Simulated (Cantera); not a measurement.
Feed: 1 mol Si2H6, 1.3 mol O3, 1.2 mol N2, held at 0.000300 bar.

Cantera equilibrium calculation (NASA polynomials, part measured and part estimated; ideal gas, pure solids and liquids). Candidate condensed phases: H2O, Si, SiO2, Si2N2O, Si3N4; 35 gas species. The feed counts by its element totals alone. N2 is the only nitrogen source here; it is nearly inert below about 1500 K, so the nitride shown seldom forms there in practice. Mutual solubility and eutectic melting of coexisting phases are not modelled. The tables hold silica as quartz up to 1696 K and as liquid above; real silica turns to tridymite and cristobalite and melts near 1996 K. The numbers say what is thermodynamically allowed, not how fast it happens.

**Question.** Which condensed phases are stable at each of these points (T (K)): 1350, 1450, 1550, 1650, 1750, 1850, 1950, 2050?

**Answer.** 
```
T (K)            condensed phases  Si condensed (%)
-----  --------------------------  ----------------
1350   SiO2(β-quartz) + Si2N2O(s)              99.6
1450               SiO2(β-quartz)              95.0
1550               SiO2(β-quartz)              94.9
1650               SiO2(β-quartz)              93.5
1750              SiO2(condensed)              88.0
1850              SiO2(condensed)              73.5
1950              SiO2(condensed)              44.5
2050                      SiO2(l)               1.6
```

At 1350 K the condensed part is SiO2(β-quartz) + Si2N2O(s). From 1450 K to 1650 K the condensed part is SiO2(β-quartz). From 1750 K to 1950 K the condensed part is SiO2(condensed). At 2050 K the condensed part is SiO2(l).
